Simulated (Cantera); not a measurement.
A closed system holds: 1 mol HF, 0.28 mol H2O, 0.086 mol O2, held at 2250 K and 2.20 bar.

Cantera equilibrium calculation (NASA polynomials, part measured and part estimated; ideal gas, pure solids and liquids). Candidate condensed phases: H2O; 22 gas species. Rates play no part.

Q: What is the equilibrium state?

A: x(HF): 0.730
x(H2O): 0.201
x(O2): 0.0616
x(OH): 0.00520
x(H2): 0.000846
x(O): 0.000618
x(H): 0.000146
x(F): 0.000128
x(H2F2): 7.89e-6
gas amount: 1.369 mol
